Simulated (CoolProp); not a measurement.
A single-stage vapour-compression cycle with R1336mzz(Z): evaporating at 318.15 K (dew point), condensing at 371.15 K (bubble point), superheat 0 K, subcooling 0 K, compressor efficiency 0.85, no pressure losses. Each further row changes one setting.

Values from CoolProp's reference Helmholtz-energy equation of state, McLinden 2020.

```csv
case,cooling COP,pressure ratio,discharge temperature (K),refrigerating effect (kJ/kg),volumetric capacity (kJ/m³)
as stated,3.51,4.44,371.1,88.7,897
evaporating temperature 323.15 K,4.09,3.76,371.1,92.5,1100
condensing temperature 366.15 K,4.09,3.94,366.2,95.6,968
subcooling 5 K,3.78,4.44,371.1,95.6,968
superheat 10 K,3.64,4.44,371.1,98.0,953
compressor efficiency 0.75,3.10,4.44,371.1,88.7,897
```

The compression ends wet for: as stated; evaporating temperature 323.15 K; condensing temperature 366.15 K; subcooling 5 K; superheat 10 K; compressor efficiency 0.75.
